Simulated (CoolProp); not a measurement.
Vapour pressure (MPa) of trans-2-butene: the reference equation beside estimates from Tc = 155.5 °C, pc = 4.019 MPa, ω = 0.210.

Values from CoolProp's reference Helmholtz-energy equation of state, Lemmon 2005. It is a short technical equation, of lower accuracy than the large ones.

```
T (°C)  reference  Lee-Kesler  van der Waals  Redlich-Kwong  Soave-Redlich-Kwong
------  ---------  ----------  -------------  -------------  -------------------
-0.75     0.09517     0.09333         0.4829         0.1469              0.09358
7.75       0.1308      0.1291         0.5707         0.1964               0.1292
16.15      0.1753      0.1740         0.6673         0.2565               0.1740
24.65      0.2315      0.2308         0.7755         0.3299               0.2307
33.15      0.3005      0.3007         0.8946         0.4175               0.3006
41.55      0.3830      0.3844          1.023         0.5192               0.3845
50.05      0.4828      0.4856          1.165         0.6390               0.4862
58.45      0.5994      0.6038          1.317         0.7752               0.6055
66.95      0.7375      0.7436          1.484         0.9324               0.7470
```

Absolute difference from the reference over all 9 rows, mean and median: Lee-Kesler 0.8 and 0.7 %, van der Waals 220.7 and 197.7 %, Redlich-Kwong 39.5 and 38.9 %, Soave-Redlich-Kwong 0.8 and 0.7 %.
